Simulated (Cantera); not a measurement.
Feed: 1 mol FeS2, 2.6 mol SO3, 0.12 mol O2, held at 1373 K and 143 Torr.

Method: chemical equilibrium by Gibbs-energy minimisation in Cantera with the NASA 1993 tables (ideal gas, pure condensed phases). Candidate condensed phases: Fe, FeO, FeS, FeSO4, FeS2, Fe2O3, Fe2(SO4)3, Fe3O4, S; 12 gas species. Metal and sulfide melt together well below either melting point, which pure phases cannot show. Mutual solubility and eutectic melting of coexisting phases are not modelled. The tables' stoichiometric FeO is somewhat more stable than real wüstite, so its field is too wide. FeO, FeS: taken at fixed stoichiometry. Rates play no part.

Base state: SO2 0.878, S2 0.113, S2O 0.00621, SO 0.00288 (mole fractions); condensed: FeO(s) + FeS(s).

What changes in the equilibrium state with this change: temperature from 1373 K to 900 K?


```json
[
 {"species": "SO2", "before": "0.878", "after": "0.978"},
 {"species": "S2", "before": "0.113", "after": "0.0199"},
 {"species": "S2O", "before": "0.00621", "after": "0.00212"},
 {"species": "SO", "before": "0.00288", "after": "7.30e-6"},
 {"species": "FeO(s), mol", "before": "0.918", "after": "0"},
 {"species": "FeS(s), mol", "before": "0.0815", "after": "0.648"},
 {"species": "Fe3O4(s), mol", "before": "0", "after": "0.117"}
]
```
FeS: taken at fixed stoichiometry. Gases not in the tables: S3 to S7.

What changes in the equilibrium state with this change: temperature from 1373 K to 1298.15 K?


```csv
species,before,after
SO2,0.878,0.899
S2,0.113,0.0939
S2O,0.00621,0.00557
SO,0.00288,0.00150
"FeO(s), mol",0.918,0
"FeS(s), mol",0.0815,0.284
"Fe3O4(s), mol",0,0.239
```
FeS: taken at fixed stoichiometry. Gases not in the tables: S3 to S7.
